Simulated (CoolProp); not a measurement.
A closed Brayton cycle with carbon dioxide: compressor inlet 307.15 K and 9 MPa, high pressure 29.5 MPa, turbine inlet 800 K, compressor efficiency 0.8, turbine efficiency 0.93, recuperator effectiveness 0.9 (on enthalpy, no pinch check). Each further row changes one setting.

Model: reference Helmholtz-energy equation of state, Span 1996, in CoolProp.

| case | thermal efficiency (%) | net work (kJ/kg) | compressor to turbine work | compressor exit (K) | turbine exit (K) |
|---|---|---|---|---|---|
| as stated | 36.6 | 119 | 0.22 | 341.7 | 656.9 |
| turbine inlet 750 K | 34.9 | 108 | 0.24 | 341.7 | 612.1 |
| compressor inlet 317.15 K | 34.8 | 101 | 0.34 | 394.9 | 656.9 |
| high pressure 25.1 MPa | 35.1 | 107 | 0.20 | 335.8 | 675.7 |
| recuperator effectiveness 0.5 | 24.8 | 119 | 0.22 | 341.7 | 656.9 |
